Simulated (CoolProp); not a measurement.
Vapour-liquid equilibrium of R114 (1) + n-heptane (2) at 0.384 MPa; x and y are mole fractions of (1).

Computed with CoolProp (multi-fluid Helmholtz-energy mixture model, Platzer 1990 and Span 2003; pair parameters Bell 2016). This equation is an older, rougher fit; its heat capacities, sound speeds and derivatives of the liquid may be far off and weren't checked against measurements.

**Question.** Give the bubble temperature and the first vapour's composition at x = 0.425, 0.65, 0.875. Is there an azeotrope?

**Answer.** x = 0.425: 342.6 K, y = 0.923; x = 0.65: 330.4 K, y = 0.964; x = 0.875: 322.1 K, y = 0.987. No azeotrope shows between x = 0.05 and 0.95.

The pair parameters rest on a limited set of measurements; away from them the model extrapolates.
